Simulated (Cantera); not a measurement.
Feed: 1 mol Si3N4, 0.0027 mol O2, 8.3 mol N2, held at 1050 K and 13300 Pa.

Cantera equilibrium calculation (NASA polynomials, part measured and part estimated; ideal gas, pure solids and liquids). Candidate condensed phases: Si, SiO2, Si2N2O, Si3N4; 16 gas species. Mutual solubility and eutectic melting of coexisting phases are not modelled. The numbers say what is thermodynamically allowed, not how fast it happens.

Base state: N2 1.00 (mole fractions); condensed: Si2N2O(s) + Si3N4(s).

Q: What changes in the equilibrium state with this change: temperature from 1050 K to 1948 K?

A: 
```json
[
 {"species": "N2", "before": "1.00", "after": "0.999"},
 {"species": "SiO", "before": "<1e-9", "after": "0.000650"},
 {"species": "Si", "before": "<1e-9", "after": "0.000126"},
 {"species": "SiN", "before": "<1e-9", "after": "1.36e-5"},
 {"species": "Si2N", "before": "<1e-9", "after": "1.35e-5"},
 {"species": "Si2N2O(s), mol", "before": "0.00540", "after": "0"},
 {"species": "Si3N4(s), mol", "before": "0.996", "after": "0.998"}
]
```
The tables' values for SiN are old estimates; treat these amounts as uncertain.

Q: What changes in the equilibrium state with this change: 0.16 mol CH4 added?

A: 
```tsv
species	before	after
N2	1.00	0.963
H2	0	0.0371
CH4	0	1.05e-5
Si2N2O(s), mol	0.00540	0.00540
Si3N4(s), mol	0.996	0.996
C(graphite), mol	0	0.160
```
Further candidate phases: C, C6H6, C7H8, C8H18, H2O, SiC.
